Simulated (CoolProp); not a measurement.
Properties of neopentane along the isotherm 444.1 K (Tc = 433.7 K, pc = 31.96 bar, ω = 0.196).

Computed with CoolProp (reference Helmholtz-energy equation of state, Lemmon 2006). It is a short technical equation, of lower accuracy than the large ones.

| p (bar) | phase | density (kg/m³) | cp (kJ/(kg K)) | cv (kJ/(kg K)) | expansivity (1/kK) |
|---|---|---|---|---|---|
| 0.253 | gas | 0.4956 | 2.359 | 2.242 | 2.270 |
| 0.449 | gas | 0.8812 | 2.360 | 2.243 | 2.284 |
| 0.799 | gas | 1.574 | 2.363 | 2.244 | 2.309 |
| 1.42 | gas | 2.814 | 2.368 | 2.245 | 2.356 |
| 2.53 | gas | 5.071 | 2.377 | 2.248 | 2.443 |
| 4.49 | gas | 9.189 | 2.394 | 2.253 | 2.612 |
| 7.99 | gas | 17.02 | 2.431 | 2.263 | 2.971 |
| 14.2 | gas | 32.86 | 2.522 | 2.284 | 3.879 |
| 25.3 | gas | 72.51 | 2.918 | 2.341 | 7.844 |
| 44.9 | supercritical | 336.3 | 4.364 | 2.405 | 14.78 |
| 79.9 | supercritical | 407.5 | 3.218 | 2.348 | 4.625 |

The peak of cp marks the crossing from liquid-like to gas-like fluid above the critical point.
